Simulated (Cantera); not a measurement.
An isothermal, constant-pressure homogeneous reactor starts with NO : N₂ = 1 : 7.4 (molar parts), at 2050 K and 0.133 bar. Integrator tolerance rtol = 1e-08.

Detailed kinetics in Cantera: GRI-Mech 3.0 (53 species, 325 reactions).

Problem. What does this change do: temperature 2050 to 1925 K?

Solution. 
```json
[
 {"quantity": "x(NO) at 70.0 s", "before": "0.00498 (gas-phase equilibrium 0.00498)", "after": "0.00585 (gas-phase equilibrium 0.00355)"},
 {"quantity": "x(N₂O) at 70.0 s", "before": "1.11e-7 (gas-phase equilibrium 1.11e-7)", "after": "8.77e-8 (gas-phase equilibrium 8.00e-8)"},
 {"quantity": "x(O) at 70.0 s", "before": "0.000638 (gas-phase equilibrium 0.000638)", "after": "0.000241 (gas-phase equilibrium 0.000243)"},
 {"quantity": "x(NO₂) at 70.0 s", "before": "1.50e-6 (gas-phase equilibrium 1.50e-6)", "after": "2.17e-6 (gas-phase equilibrium 1.33e-6)"},
 {"quantity": "x(O₂) at 70.0 s", "before": "0.0567 (gas-phase equilibrium 0.0567)", "after": "0.0565 (gas-phase equilibrium 0.0576)"},
 {"quantity": "x(N₂) at 70.0 s", "before": "0.938 (gas-phase equilibrium 0.938)", "after": "0.937 (gas-phase equilibrium 0.939)"}
]
```

Problem. What does this change do: temperature 2050 to 1750 K?

Solution. 
| quantity | before | after |
|---|---|---|
| x(NO) at 70.0 s | 0.00498 (gas-phase equilibrium 0.00498) | 0.0785 (gas-phase equilibrium 0.00202) |
| x(N₂O) at 70.0 s | 1.11e-7 (gas-phase equilibrium 1.11e-7) | 2.35e-6 (gas-phase equilibrium 4.66e-8) |
| x(O) at 70.0 s | 0.000638 (gas-phase equilibrium 0.000638) | 3.02e-5 (gas-phase equilibrium 4.98e-5) |
| x(NO₂) at 70.0 s | 1.50e-6 (gas-phase equilibrium 1.50e-6) | 2.51e-5 (gas-phase equilibrium 1.09e-6) |
| x(O₂) at 70.0 s | 0.0567 (gas-phase equilibrium 0.0567) | 0.0202 (gas-phase equilibrium 0.0585) |
| x(N₂) at 70.0 s | 0.938 (gas-phase equilibrium 0.938) | 0.901 (gas-phase equilibrium 0.939) |
